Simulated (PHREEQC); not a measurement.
Dissolve 5.7 mmol/kgw TMAH and 0.42 mmol/kgw H4SiO4 at 75 °C. Closed to the air; pH follows from the charge balance.

Computed with PHREEQC (ion-association model, phreeqc.dat).

| Property | Result |
|---|---|
| pH | 10.37 |
| ionic strength | 0.00571 mol/kgw |
| total alkalinity | 5.70 meq/kg |

| species | molality | activity | log γ |
|---|---|---|---|
| (CH3)4N+ | 0.00570 | 0.00521 | -0.039 |
| OH- | 0.00530 | 0.00484 | -0.039 |
| H3SiO4- | 0.000383 | 0.000351 | -0.039 |
| H4SiO4 | 2.78e-5 | 2.78e-5 | 0.001 |
| H2SiO4-2 | 8.98e-6 | 6.36e-6 | -0.150 |

No solid was allowed to form. Species that the database lacks are ignored. (CH3)4N+ isn't in the database: it is added as a free cation with an ion size of 4 Å. At this temperature some constants are extrapolated from 25 °C, and those without enthalpy data are left unchanged.
